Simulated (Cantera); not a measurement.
Input: 1 mol Si3N4, 1.1 mol H2, 31 mol N2, 2.4 mol Cl2, at 1250 K and 0.270 bar.

These are equilibrium values from Cantera (NASA tables, ideal gas, pure condensed phases), not measurements of a reactor. The tables' values for SiCl3 are old estimates; treat these amounts as uncertain. Rates play no part.

```
species          before    after
-------------  --------  -------
N2                0.920    0.918
HCl              0.0526   0.0560
SiCl4            0.0214   0.0191
H2              0.00579  0.00402
SiCl2           7.65e-5  0.00113
SiCl3          0.000479  0.00173
SiHCl3          8.40e-5  4.88e-5
Si3N4(s), mol     0.748    0.749
```
Gas species are given as mole fractions.

Problem. Name the change that produced these shifts.
A) H2 from 1.1 to 7.7 mol
B) N2 from 31 to 1 mol
C) pressure from 0.270 bar to 10.0 mbar
D) H2 from 1.1 to 8.8 mol

Solution. C, pressure from 0.270 bar to 10.0 mbar
